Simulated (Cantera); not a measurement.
Standard-state values (1 bar) from the NASA 1993 polynomials, evaluated with Cantera. Values are per mole of reaction as written; species without (g) are pure solids or liquids, kept so even where they would boil at 1 bar.

Ni3S4 ⇌ 4 S + 3 Ni, with ΔH° = 301.1 kJ and ΔS° = 31.4 J/K at 300 K.

Problem. How far is the shortcut ΔG° ≈ ΔH°(300 K) − T·ΔS°(300 K) from the full temperature-dependent value at 373, 423, 473, 523, 573 K?

Solution. 
| T (K) | shortcut (kJ) | full (kJ) | difference (kJ) | difference in log10 K | condensed phases |
|---|---|---|---|---|---|
| 373 | 289.4 | 289.3 | 0.1 | -0.01 | Ni3S4(s), S(s), Ni(s) |
| 423 | 287.8 | 286.8 | 1.0 | -0.13 | Ni3S4(s), S(l), Ni(s) |
| 473 | 286.3 | 283.7 | 2.6 | -0.28 | Ni3S4(s), S(l), Ni(s) |
| 523 | 284.7 | 280.2 | 4.4 | -0.44 | Ni3S4(s), S(l), Ni(s) |
| 573 | 283.1 | 276.5 | 6.6 | -0.60 | Ni3S4(s), S(l), Ni(s) |
The shortcut ignores heat capacities and the phase changes listed.
